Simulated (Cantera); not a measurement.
Charge: 1 mol B, a varied amount of H2O, 4.8 mol N2, at 1125 K and 0.133 bar.

Cantera equilibrium calculation (NASA polynomials, part measured and part estimated; ideal gas, pure solids and liquids). Candidate condensed phases: B, BN, B2O3, B3O3H3, H2O; 39 gas species. N2 is the only nitrogen source here; it is nearly inert below about 1500 K, so the nitride shown seldom forms there in practice. Mutual solubility and eutectic melting of coexisting phases are not modelled. Gases not in the tables: H3BO3. Rates play no part.

Problem. Which condensed phases are stable at each of these points (n(H2O) (mol)): 1.4, 1.9, 2.4, 2.9, 3.4, 3.9, 4.4, 4.9, 5.4, 5.9, 6.3, 6.8?

Solution. 
```tsv
n(H2O) (mol)	condensed phases	B condensed (%)
1.4	BN(s) + B2O3(l)	100.0
1.9	B2O3(l)	99.7
2.4	B2O3(l)	99.3
2.9	B2O3(l)	98.7
3.4	B2O3(l)	98.2
3.9	B2O3(l)	97.5
4.4	B2O3(l)	96.8
4.9	B2O3(l)	96.1
5.4	B2O3(l)	95.4
5.9	B2O3(l)	94.7
6.3	B2O3(l)	94.1
6.8	B2O3(l)	93.3
```

At 1.4 mol H2O the condensed part is BN(s) + B2O3(l). From 1.9 mol H2O to 6.8 mol H2O the condensed part is B2O3(l). The share of B in condensed phases is highest at 1.4 mol H2O (100.0 %) and lowest at 6.8 mol H2O (93.3 %).
